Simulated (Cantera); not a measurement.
Mixture: H2 : O2 : N2 = 1 : 0.962 : 3.62 (molar parts), equivalence ratio 0.52, at 5780 Torr, adiabatic and at constant volume. Ignition delay is the time to a rise of 400 K.

Cantera simulation using the H2/O2 subset of GRI-Mech 3.0, which has no nitrogen chemistry; the numbers are that mechanism's predictions, not measurements. The hydrogen kinetics of GRI-Mech 3.0 are dated; newer H2 mechanisms differ, most at raised pressure.

Problem. Predict: delay at 1100 K; delay at 1175 K; delay at 1250 K; delay at 1325 K; delay at 1400 K; delay at 1475 K; apparent activation energy between 1325 and 1475 K.

Solution. 
```json
{
 "delay at 1100 K": "1.02 ms",
 "delay at 1175 K": "76.8 µs",
 "delay at 1250 K": "8.87 µs",
 "delay at 1325 K": "4.46 µs",
 "delay at 1400 K": "2.91 µs",
 "delay at 1475 K": "2.12 µs",
 "apparent activation energy between 1325 and 1475 K": "80 kJ/mol"
}
```
